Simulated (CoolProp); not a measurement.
The numbers come from the reference Helmholtz-energy equation of state, Thol 2019 in CoolProp.

**Question.** For decamethylcyclopentasiloxane (D5), give the phase and the Z, cp (kJ/(kg K)), cv (kJ/(kg K)), speed of sound (m/s) at 397.8 K and 5.66 MPa; 414.5 K and 5.66 MPa.

**Answer.** 
- 397.8 K and 5.66 MPa: liquid; Z 0.737, cp 1.83, cv 1.61, speed of sound 695
- 414.5 K and 5.66 MPa: liquid; Z 0.721, cp 1.86, cv 1.64, speed of sound 656
